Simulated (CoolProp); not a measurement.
Properties of normal hydrogen along the isotherm 35.5 K.

Model: reference Helmholtz-energy equation of state, Leachman 2009, in CoolProp.

```tsv
p (MPa)	phase	Z	cp (kJ/(kg K))	isothermal compressibility (1/MPa)	expansivity (1/kK)	Prandtl number	fugacity coefficient
0.122	gas	0.9741	10.73	8.419	30.22	0.677	0.9747
0.243	gas	0.9474	11.21	4.353	32.56	0.688	0.9497
0.365	gas	0.9194	11.78	2.995	35.31	0.703	0.9247
0.486	gas	0.8904	12.44	2.333	38.53	0.725	0.9001
0.608	gas	0.8597	13.25	1.945	42.45	0.754	0.8754
0.729	gas	0.8276	14.25	1.702	47.23	0.792	0.8510
0.851	gas	0.7932	15.53	1.542	53.33	(withheld)	0.8265
0.972	gas	0.7567	17.21	1.444	61.26	0.912	0.8022
1.09	gas	0.7180	19.48	1.395	71.82	1.01	0.7785
1.22	gas	0.6707	23.19	(withheld)	88.98	(withheld)	0.7522
1.34	supercritical	0.6211	28.79	1.464	114.6	1.39	0.7277
1.46	supercritical	0.5626	38.93	1.637	160.5	1.78	0.7027
1.58	supercritical	0.4910	59.40	(withheld)	251.5	2.56	0.6771
1.7	supercritical	0.4100	86.32	2.116	364.1	3.65	0.6504
1.82	supercritical	0.3549	77.05	1.354	304.9	3.57	0.6234
1.94	supercritical	0.3348	56.71	0.7543	204.2	2.89	0.5978
```

Task: What belongs in the gaps?

Result: 
- 0.851, Prandtl number: 0.843
- 1.22, isothermal compressibility (1/MPa): 1.396
- 1.22, Prandtl number: 1.16
- 1.58, isothermal compressibility (1/MPa): 1.976

The peak of cp marks the crossing from liquid-like to gas-like fluid above the critical point.

Viscosity comes from a separate model (Muzny 2013). Thermal conductivity comes from a separate model (Assael 2011).
